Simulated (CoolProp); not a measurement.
A simple Rankine cycle with R245fa: condensing at 328.15 K, boiler at 2.74 MPa, turbine inlet 416.2 K, turbine efficiency 0.6, pump efficiency 0.7, no recuperator. Each further row changes one setting.

Values from CoolProp's reference Helmholtz-energy equation of state, Akasaka 2015.

| case | thermal efficiency (%) | net work (kJ/kg) | heat in (kJ/kg) | turbine exit temperature (K) | volume ratio over the turbine |
|---|---|---|---|---|---|
| as stated | 8.3 | 18.6 | 223 | 359.5 | 9.24 |
| turbine inlet 436.2 K | 8.5 | 21.7 | 255 | ___ | ___ |
| condensing temperature 320.15 K | ___ | 21.4 | 234 | 355.2 | 11.8 |
| boiler pressure 1.92 MPa | 7.4 | 17.9 | ___ | 379.2 | 5.39 |
| turbine efficiency 0.5 | 6.7 | ___ | 223 | ___ | 9.36 |

Fill in the missing entries.


- turbine inlet 436.2 K, turbine exit temperature (K): 387.7
- turbine inlet 436.2 K, volume ratio over the turbine: 8.14
- condensing temperature 320.15 K, thermal efficiency (%): 9.1
- boiler pressure 1.92 MPa, heat in (kJ/kg): 243
- turbine efficiency 0.5, net work (kJ/kg): 15.0
- turbine efficiency 0.5, turbine exit temperature (K): 362.9
